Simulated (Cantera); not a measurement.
Feed: 1 mol SiHCl3, 6 mol N2, equilibrated at 998.15 K and 1.00 bar.

These are equilibrium values from Cantera (NASA tables, ideal gas, pure condensed phases), not measurements of a reactor. Candidate condensed phases: NH4Cl, Si, Si3N4; 28 gas species. N2 is the only nitrogen source here; it is nearly inert below about 1500 K, so the nitride shown seldom forms there in practice. The tables' values for SiCl3 are old estimates; treat these amounts as uncertain. Equilibrium is a limit: real reactors are often held back by kinetics, nucleation or transport.

Base state: N2 0.800, HCl 0.0989, SiCl4 0.0802, H2 0.0205, SiHCl3 0.000115, SiCl3 1.37e-5 (mole fractions); condensed: Si3N4(s).

### Question
What changes in the equilibrium state with this change: N2 from 6 to 72 mol?

### Answer
| species | before | after |
|---|---|---|
| N2 | 0.800 | 0.980 |
| HCl | 0.0989 | 0.0118 |
| SiCl4 | 0.0802 | 0.00729 |
| H2 | 0.0205 | 0.000911 |
| SiHCl3 | 0.000115 | 3.89e-6 |
| SiCl3 | 1.37e-5 | 2.19e-6 |
| Si3N4(s), mol | 0.142 | 0.156 |
